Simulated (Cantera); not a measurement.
An adiabatic, constant-pressure homogeneous reactor starts with CH4 : H2 : O2 : N2 = 1 : 0.083 : 1.86 : 6.98 (molar parts), equivalence ratio 1.1, at 950 K and 0.987 atm. Integrator tolerance rtol = 1e-08.

Detailed kinetics in Cantera: GRI-Mech 3.0 (53 species, 325 reactions). Below about 1000 K GRI-Mech 3.0 lacks low-temperature oxidation paths.

Q: What does this change do: CH4 1 to 1.8 parts?

A: 
| quantity | before | after |
|---|---|---|
| time of steepest temperature rise | 0.367 s | 0.876 s |
| temperature at 3.00 s | 2541 K | 2097 K |
| equilibrium temperature | 2541 K | 2097 K |
| x(CH4) at 3.00 s | <1e-12 (gas-phase equilibrium <1e-12) | 9.03e-11 (gas-phase equilibrium 1.04e-10) |
| x(H2) at 3.00 s | 0.0174 (gas-phase equilibrium 0.0174) | 0.162 (gas-phase equilibrium 0.162) |
| x(O2) at 3.00 s | 0.00567 (gas-phase equilibrium 0.00567) | 2.32e-7 (gas-phase equilibrium 2.32e-7) |
| x(OH) at 3.00 s | 0.00894 (gas-phase equilibrium 0.00894) | 0.000121 (gas-phase equilibrium 0.000121) |
| x(N2O) at 3.00 s | 1.95e-7 (gas-phase equilibrium 1.95e-7) | 4.14e-10 (gas-phase equilibrium 4.13e-10) |
| x(NO2) at 3.00 s | 5.29e-7 (gas-phase equilibrium 5.29e-7) | 1.37e-11 (gas-phase equilibrium 1.36e-11) |
| x(H2O2) at 3.00 s | 1.04e-7 (gas-phase equilibrium 1.04e-7) | 1.62e-10 (gas-phase equilibrium 1.62e-10) |

Q: What does this change do: 0.38 parts H2O added?

A: 
```csv
quantity,before,after
time of steepest temperature rise,0.367 s,0.361 s
temperature at 3.00 s,2541 K,2498 K
equilibrium temperature,2541 K,2498 K
x(CH4) at 3.00 s,<1e-12 (gas-phase equilibrium <1e-12),<1e-12 (gas-phase equilibrium <1e-12)
x(H2) at 3.00 s,0.0174 (gas-phase equilibrium 0.0174),0.0178 (gas-phase equilibrium 0.0178)
x(O2) at 3.00 s,0.00567 (gas-phase equilibrium 0.00567),0.00481 (gas-phase equilibrium 0.00481)
x(OH) at 3.00 s,0.00894 (gas-phase equilibrium 0.00894),0.00810 (gas-phase equilibrium 0.00810)
x(N2O) at 3.00 s,1.95e-7 (gas-phase equilibrium 1.95e-7),1.61e-7 (gas-phase equilibrium 1.61e-7)
x(NO2) at 3.00 s,5.29e-7 (gas-phase equilibrium 5.29e-7),4.28e-7 (gas-phase equilibrium 4.28e-7)
x(H2O2) at 3.00 s,1.04e-7 (gas-phase equilibrium 1.04e-7),1.02e-7 (gas-phase equilibrium 1.02e-7)
```
